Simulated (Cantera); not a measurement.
# Equilibrium for nitride etching: AlN + HCl + H2

Feed: 1 mol AlN, 1.2 mol HCl, 37 mol H2, equilibrated at 75.0 Torr.

Cantera equilibrium calculation (NASA polynomials, part measured and part estimated; ideal gas, pure solids and liquids). Candidate condensed phases: Al, AlCl3, AlN, NH4Cl; 20 gas species. The tables' values for AlCl2 are old estimates; treat these amounts as uncertain. Kinetics and transport are ignored.

From 1573 K to 1773 K the condensed part is AlN(s). From 1823 K to 1873 K nothing is condensed. The main Al-bearing gas is AlCl throughout.

```csv
T (K),x H2,x AlCl,x HCl,x N2,x H,x AlCl3,x AlCl2,n AlN(s)
1573,0.969,0.00635,0.0175,0.00462,0.000127,0.00159,0.00130,0.644
1623,0.965,0.0106,0.0151,0.00641,0.000215,0.000900,0.00137,0.504
1673,0.962,0.0155,0.0118,0.00855,0.000353,0.000392,0.00118,0.336
1723,0.959,0.0203,0.00840,0.0106,0.000565,0.000129,0.000833,0.170
1773,0.957,0.0241,0.00544,0.0123,0.000880,3.34e-5,0.000494,0.0330
1823,0.956,0.0250,0.00481,0.0127,0.00134,1.46e-5,0.000355,0
1873,0.955,0.0250,0.00495,0.0127,0.00199,8.61e-6,0.000290,0
```
x: gas mole fraction; n: condensed amount in mol.
